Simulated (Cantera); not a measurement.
What does this Cantera script print?

```python
import numpy as np
import cantera as ct

gas_names = """
    Br2 NO2 NO ALBr3
""".split()
cond_names = """
    ALN(s)
""".split()


# ... load() reads the species with a 1 bar reference pressure and builds the phases ...
species = {s.name: s for s in load("nasa_gas.yaml", gas_names) + load("nasa_condensed.yaml", cond_names)}
# Each term lists the table entries of one substance; the one whose range holds T is used.
reactions = {
    '2 AlN + 3 Br2(g) + 2 NO2(g) = 4 NO(g) + 2 AlBr3(g)':
        [(-2, ['ALN(s)']), (-3, ['Br2']), (-2, ['NO2']), (4, ['NO']), (2, ['ALBr3'])],
}


def pick(names, T):
    return next(species[n] for n in names if species[n].thermo.min_temp <= T <= species[n].thermo.max_temp)


results = []
for label, terms in reactions.items():
    print(label)
    print("     T/K   dH/kJ  dS/(J/K)   dG/kJ   log10 K")
    for T in [300, 873, 923, 973, 1023, 1073, 1123, 1173, 1223, 1273, 1323, 1373]:
        used = [(nu, pick(names, T)) for nu, names in terms]
        dH = sum(nu * s.thermo.h(T) for nu, s in used) / 1e6
        dS = sum(nu * s.thermo.s(T) for nu, s in used) / 1e3
        dG = dH - T * dS / 1e3
        logK = -dG * 1e6 / (ct.gas_constant * T * np.log(10))
        results.append((label, T, dH, dS, dG, logK, [s.name for _, s in used]))
        print(f"{T:8g} {dH:8.1f} {dS:8.1f} {dG:8.1f} {logK:8.2f}")
```

Result:

```
2 AlN + 3 Br2(g) + 2 NO2(g) = 4 NO(g) + 2 AlBr3(g)
     T/K   dH/kJ  dS/(J/K)   dG/kJ   log10 K
     300     19.1    285.0    -66.4    11.57
     873     18.6    288.0   -232.8    13.93
     923     17.9    287.2   -247.2    13.99
     973     17.2    286.4   -261.5    14.04
    1023     16.4    285.6   -275.8    14.08
    1073     15.6    284.9   -290.1    14.12
    1123     14.7    284.1   -304.3    14.15
    1173     13.9    283.4   -318.5    14.18
    1223     13.0    282.7   -332.7    14.21
    1273     12.2    282.0   -346.8    14.23
    1323     11.3    281.3   -360.9    14.25
    1373     10.4    280.6   -374.9    14.26
```

Standard-state values (1 bar) from the NASA 1993 polynomials, evaluated with Cantera. Condensed species are held in their standard states even where they would react or evaporate.
